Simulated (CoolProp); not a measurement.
Vapour-liquid equilibrium of propylene (1) + R115 (2) at 1.87 MPa; x and y are mole fractions of (1).

Values from CoolProp's multi-fluid Helmholtz-energy mixture model, Lemmon 2013 and Lemmon 2016; pair parameters Bell 2016.

```
x     bubble temperature (°C)  y at the bubble point  dew temperature at overall composition x (°C)  liquid density (mol/L)
----  -----------------------  ---------------------  ---------------------------------------------  ----------------------
0.05                     53.5                  0.072                                           54.1                   7.304
0.2                      48.5                  0.263                                           50.1                   7.782
0.35                     45.0                  0.418                                           46.4                   8.267
0.5                      42.8                  0.546                                           43.4                   8.789
0.65                     41.8                  0.660                                           41.8                   9.380
0.8                      42.1                  0.779                                           42.3                   10.06
0.95                     44.3                  0.933                                           44.6                   10.83
```

y crosses x between x = 0.65 and 0.8: the model has an azeotrope there.

Pair parameters are fitted to limited data, so mixtures are less certain than the pure fluids.
